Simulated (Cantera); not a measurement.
A closed system holds: 1 mol acetone, 0.021 mol H2O, 25 mol H2, equilibrated at 0.195 Torr.

Cantera equilibrium calculation (NASA polynomials, part measured and part estimated; ideal gas, pure solids and liquids). Candidate condensed phases: C, C6H6, C7H8, C8H18, H2O; 110 gas species. The feed counts by its element totals alone. Equilibrium is a limit: real reactors are often held back by kinetics, nucleation or transport.

x: gas mole fraction; n: condensed amount in mol.

```tsv
T (K)	x H2	x H	x CO	x C	x C3	x C2H2 (acetylene)	n C(graphite)
1073	0.965	8.53e-7	0.0352	<1e-12	<1e-12	6.93e-9	1.98
1273	0.965	4.34e-5	0.0352	<1e-12	<1e-12	3.59e-7	1.98
1473	0.964	0.000770	0.0351	<1e-12	<1e-12	6.27e-6	1.98
1673	0.958	___	0.0350	___	___	___	1.98
1873	0.927	0.0385	0.0345	6.30e-9	3.75e-9	0.000289	1.96
2073	___	___	0.0326	___	___	___	1.92
2273	0.575	0.395	0.0282	2.06e-5	3.88e-5	0.00217	1.81
2473	0.263	0.709	0.0226	0.000440	0.00125	0.00254	1.51
2673	0.0779	0.887	0.0190	0.00426	0.00880	0.000863	0
2873	0.0208	0.939	0.0179	0.0144	0.00515	5.96e-5	0
```

Task: Fill in the missing entries.

Result: 
- 1673, x H: 0.00691
- 1673, x C: 2.55e-11
- 1673, x C3: 6.72e-12
- 1673, x C2H2 (acetylene): 5.46e-5
- 2073, x H2: 0.819
- 2073, x H: 0.148
- 2073, x C: 5.34e-7
- 2073, x C3: 6.03e-7
- 2073, x C2H2 (acetylene): 0.00100
